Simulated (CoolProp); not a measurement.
Vapour-liquid equilibrium of n-decane (1) + n-dodecane (2) at 350.7 K; x and y are mole fractions of (1).

Computed with CoolProp (multi-fluid Helmholtz-energy mixture model, Lemmon 2006 and Lemmon 2004; pair parameters Bell 2016).

| x | bubble pressure, mixture model (MPa) | bubble pressure, Raoult's law (MPa) | y, mixture model | y, Raoult's law |
|---|---|---|---|---|
| 0.05 | 0.0007876 | 0.0007912 | ___ | 0.230 |
| 0.2 | 0.001242 | 0.001241 | 0.588 | 0.587 |
| 0.35 | 0.001705 | 0.001691 | 0.757 | 0.754 |
| 0.5 | 0.002164 | 0.002141 | 0.852 | 0.850 |
| 0.65 | 0.002613 | 0.002591 | 0.914 | 0.913 |
| 0.8 | ___ | 0.003041 | 0.957 | 0.958 |
| 0.95 | 0.003493 | 0.003491 | ___ | 0.991 |

### Question
Fill in the missing entries.

### Answer

- 0.05, y, mixture model: 0.226
- 0.8, bubble pressure, mixture model (MPa): 0.003054
- 0.95, y, mixture model: 0.990

The largest gap from Raoult's law is +1.1 % in bubble pressure, at x = 0.5. No azeotrope shows between x = 0.05 and 0.95.

Pair parameters are fitted to limited data, so mixtures are less certain than the pure fluids. The gap from Raoult's law changes sign with composition, which may be real or a fault of the pair parameters; it wasn't checked against measurements.
